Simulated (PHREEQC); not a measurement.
NaCl is added in steps, without added water, to 1 kg of water holding 0.041 mol/kgw ZnSO4 and 0.0013 mol/kgw MnSO4, at 25 °C. The system is closed to oxygen. CO2 from the air is kept out. The run lets Pyrochroite, Halite, Zn(OH)2(e) precipitate or redissolve, and no other solid.

Base run: PHREEQC, ion-association model, phreeqc.dat. Each further column changes one thing. The table gives NaSO4- (mol/kgw).

| NaCl added (mol) | base | database wateq4f.dat | Davies equation for every ion | all activity coefficients set to 1 |
|---|---|---|---|---|
| 0 | 0 | 0 | 0 | 0 |
| 0.01063 | 0.000395 | 0.000387 | 0.000397 | … |
| 0.02125 | 0.000775 | 0.000758 | 0.000782 | 0.000988 |
| 0.03188 | 0.00114 | 0.00112 | 0.00115 | … |
| 0.0425 | 0.00150 | 0.00146 | 0.00152 | … |
| 0.05312 | 0.00185 | 0.00180 | 0.00187 | … |
| 0.06375 | 0.00218 | 0.00213 | 0.00222 | 0.00286 |
| 0.07437 | 0.00251 | 0.00245 | 0.00256 | … |
| 0.085 | 0.00283 | 0.00276 | 0.00289 | … |

Question: What belongs in the gaps?

Answer: 
- 0.01063, all activity coefficients set to 1: 0.000499
- 0.03188, all activity coefficients set to 1: 0.00147
- 0.0425, all activity coefficients set to 1: 0.00194
- 0.05312, all activity coefficients set to 1: 0.00240
- 0.07437, all activity coefficients set to 1: 0.00331
- 0.085, all activity coefficients set to 1: 0.00376

 phreeqc.dat and wateq4f.dat share most of their constants, so their agreement is no independent check. Solids allowed in the column 'database wateq4f.dat': Pyrochroite, Zn(OH)2-e, Zn4(OH)6SO4, Zn5(OH)8Cl2, Halite, Mirabilite, Goslarite.
